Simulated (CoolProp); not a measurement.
A single-stage vapour-compression cycle with nitrous oxide: evaporating at 199.15 K (dew point), condensing at 235.15 K (bubble point), superheat 2 K, subcooling 0 K, compressor efficiency 0.85, no pressure losses. Each further row changes one setting.

The numbers come from the reference Helmholtz-energy equation of state, Lemmon 2006 in CoolProp. It is a short technical equation, of lower accuracy than the large ones.

```
case                              cooling COP  pressure ratio  discharge temperature (K)  refrigerating effect (kJ/kg)  volumetric capacity (kJ/m³)
--------------------------------  -----------  --------------  -------------------------  ----------------------------  ---------------------------
as stated                                3.84            4.50                      299.6                           295                         1820
evaporating temperature 204.15 K         4.70            3.52                      288.3                           297                         2300
condensing temperature 230.15 K          4.59            3.76                      286.6                           304                         1870
subcooling 5 K                           3.96            4.50                      299.6                           304                         1870
superheat 12 K                           3.75            4.50                      313.0                           303                         1770
compressor efficiency 0.75               3.39            4.50                      310.4                           295                         1820
```
